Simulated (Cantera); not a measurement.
Source: NASA polynomial tables (part measured, part estimated), evaluated in Cantera. Values are per mole of reaction as written; species without (g) are pure solids or liquids, kept so even where they would boil at 1 bar.

Task: Between 300 and 2275 K, where is each reaction favourable under standard conditions?
- SiH₃(g) = 3 H(g) + Si

Result: 
- SiH₃(g) = 3 H(g) + Si: ΔG° is 401 kJ at 300 K and 13 kJ at 2275 K; it stays positive (K < 1). ΔH° is 535 kJ and ΔS° 229 J/K at 2275 K.
